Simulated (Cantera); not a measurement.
An isothermal, constant-pressure homogeneous reactor starts with CO : O₂ : H₂O : N₂ = 0.0083 : 0.074 : 0.00044 : 1 (molar parts), at 1350 K and 9.80 bar.

Computed with Cantera and GRI-Mech 3.0 (53 species, 325 reactions).

One state of this run: x CO = 0.000495; x O₂ = 0.0650; x H₂O = 0.000406; x N₂O = 8.05e-6; x NO = 1.62e-6; x NO₂ = 2.90e-7. x: mole fraction; the columns are a selection and need not sum to one.

**Question.** Which value of t (s) does it belong to?
A. 1.26
B. 0.0283
C. 0.000179
D. 0.000634

**Answer.** B, 0.0283
